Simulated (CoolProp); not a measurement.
Vapour-liquid equilibrium of R134a (1) + R245fa (2) at 229.6 K; x and y are mole fractions of (1).

Model: multi-fluid Helmholtz-energy mixture model, Tillner-Roth 1994 and Akasaka 2015; pair parameters Akasaka 2014, in CoolProp.

```csv
x,bubble pressure (bar),y at the bubble point,dew pressure at overall composition x (bar),liquid density (mol/L)
0.05,0.06522,0.330,0.04803,11.39
0.15,0.1035,0.621,0.05301,11.64
0.25,0.1413,0.753,0.05915,11.88
0.35,0.1788,0.830,0.06689,12.14
0.45,0.2161,0.880,0.07695,12.39
0.55,0.2534,0.916,0.09057,12.65
0.65,0.2907,0.942,0.1100,12.93
0.75,0.3283,0.963,0.1400,13.21
0.85,0.3662,0.980,0.1920,13.51
0.95,0.4044,0.994,0.3034,13.83
```

No azeotrope shows between x = 0.05 and 0.95.

Pair parameters are fitted to limited data, so mixtures are less certain than the pure fluids.
